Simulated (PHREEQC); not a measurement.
Solution (90 °C): 6.7 mmol/kgw CuSO4, 2.6 mmol/kgw HNO3 and 3.8 mmol/kgw H3BO3. Closed to the air; pH follows from the charge balance.

Equilibrium calculation in PHREEQC: ion-association model, phreeqc.dat.

```
quantity                   before     after
------------------------  -------  --------
pH                           2.96      2.71
ionic strength (mol/kgw)   0.0201    0.0226
CuSO4 (mol/kgw)           0.00164   0.00149
HSO4- (mol/kgw)           0.00136  0.000406
Cu2(OH)2+2 (mol/kgw)      1.09e-7  2.27e-11
```

Task: What was changed between the two runs?
A. temperature from 90 to 75 °C
B. temperature from 90 to 5 °C
C. HNO3 replaced by KNO3 at the same molality
D. temperature from 90 to 35 °C

Result: B, temperature from 90 to 5 °C

Precipitation was switched off in this run. Away from 25 °C the constants follow the database's enthalpies or fits; those with neither stay at their 25 °C values.
